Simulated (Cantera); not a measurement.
A closed system holds: 1 mol Fe, 0.026 mol O₂, 3.2 mol H₂, held at 1348 K and 0.000270 bar.

Cantera equilibrium calculation (NASA polynomials, part measured and part estimated; ideal gas, pure solids and liquids). Candidate condensed phases: Fe, FeO, Fe(OH)₂, Fe(OH)₃, Fe₂O₃, Fe₃O₄, H₂O; 12 gas species. Kinetics and transport are ignored.

Base state: H₂ 0.984, H₂O 0.0162, H 0.000140, Fe 1.51e-5 (mole fractions); condensed: Fe(γ).

Task: What changes in the equilibrium state with this change: temperature from 1348 K to 1923.15 K?

Result: 
| species | before | after |
|---|---|---|
| H₂ | 0.984 | 0.707 |
| Fe | 1.51e-5 | 0.232 |
| H | 0.000140 | 0.0483 |
| H₂O | 0.0162 | 0.0119 |
| FeO | <1e-9 | 6.45e-5 |
| OH | 3.71e-8 | 7.02e-5 |
| Fe(γ), mol | 1.000 | 0 |
